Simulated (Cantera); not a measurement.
Feed: 1 mol SiHCl₃, 0.026 mol HCl, 7 mol H₂, 0.41 mol C₂H₂, 0.1 mol Cl₂, at 7.30 mbar.

Method: chemical equilibrium by Gibbs-energy minimisation in Cantera with the NASA 1993 tables (ideal gas, pure condensed phases). Candidate condensed phases: C, C₆H₆, C₇H₈, C₈H₁₈, Si, SiC; 109 gas species. Gases not in the tables: Si₂H₆ and higher silanes. Kinetics and transport are ignored.

Q: Which condensed phases are stable at each of these points (T (K)): 1998, 2073, 2148, 2223, 2298, 2373, 2448, 2523, 2598?

A: 
| T (K) | condensed phases | Si condensed (%) |
|---|---|---|
| 1998 | SiC(s) | 81.2 |
| 2073 | C(graphite) + SiC(s) | 79.5 |
| 2148 | C(graphite) + SiC(s) | 74.6 |
| 2223 | C(graphite) + SiC(s) | 65.8 |
| 2298 | C(graphite) + SiC(s) | 47.0 |
| 2373 | C(graphite) + SiC(s) | 3.1 |
| 2448 | C(graphite) | 0.0 |
| 2523 | C(graphite) | 0.0 |
| 2598 | C(graphite) | 0.0 |

At 1998 K the condensed part is SiC(s). From 2073 K to 2373 K the condensed part is C(graphite) + SiC(s). From 2448 K to 2598 K the condensed part is C(graphite).
